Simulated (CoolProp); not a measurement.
A simple Rankine cycle with CH2F2 (R32): condensing at 298.15 K, boiler at 4.06 MPa, turbine inlet 374.6 K, turbine efficiency 0.85, pump efficiency 0.8, no recuperator. Each further row changes one setting.

Values from CoolProp's reference Helmholtz-energy equation of state, Tillner-Roth 1997.

| case | thermal efficiency (%) | net work (kJ/kg) | heat in (kJ/kg) | turbine exit temperature (K) | volume ratio over the turbine |
|---|---|---|---|---|---|
| as stated | 8.8 | 28.7 | 326 | 317.0 | 2.19 |
| turbine inlet 394.6 K | 9.2 | 32.6 | 354 | 337.0 | 2.18 |
| condensing temperature 290.15 K | 10.5 | 35.8 | 341 | 304.2 | 2.66 |
| boiler pressure 2.84 MPa | 5.7 | 19.8 | 347 | 341.4 | 1.58 |
| turbine efficiency 0.75 | 7.7 | 25.0 | 326 | 320.0 | 2.23 |
